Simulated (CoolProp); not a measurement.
1-butene along the isotherm 163.65 °C: Z from the reference equation and from simpler models built on Tc = 146.1 °C, pc = 4.006 MPa, ω = 0.192; each cubic takes its own stable root.

Values from CoolProp's reference Helmholtz-energy equation of state, Lemmon 2005. It is a short technical equation, of lower accuracy than the large ones.

```tsv
p (MPa)	phase	reference	van der Waals	Redlich-Kwong	Soave-Redlich-Kwong	Peng-Robinson
0.0633	gas	0.9952	0.9957	0.9952	0.9953	0.9947
0.102	gas	0.9922	0.9931	0.9923	0.9924	0.9914
0.165	gas	0.9874	0.9888	0.9874	0.9876	0.9861
0.267	gas	0.9795	0.9818	0.9796	0.9799	0.9774
0.432	gas	0.9665	0.9703	0.9667	0.9672	0.9633
0.697	gas	0.9452	0.9513	0.9456	0.9465	0.9402
1.13	gas	0.9089	0.9189	0.9098	0.9113	[?]
1.82	gas	0.8466	0.8627	0.8488	0.8516	0.8359
2.94	gas	0.7295	0.7538	0.7346	0.7407	[?]
4.75	supercritical	0.4408	0.3989	0.4372	0.4708	0.4430
7.67	supercritical	0.3187	0.4251	[?]	0.3730	0.3394
12.4	supercritical	0.4497	0.6042	0.4953	0.5009	0.4524
20	supercritical	0.6618	0.8880	0.7068	[?]	0.6411
```

Question: Fill in the missing entries.

Answer: 
- 1.13, Peng-Robinson: 0.9013
- 2.94, Peng-Robinson: 0.7170
- 7.67, Redlich-Kwong: 0.3647
- 20, Soave-Redlich-Kwong: 0.7115
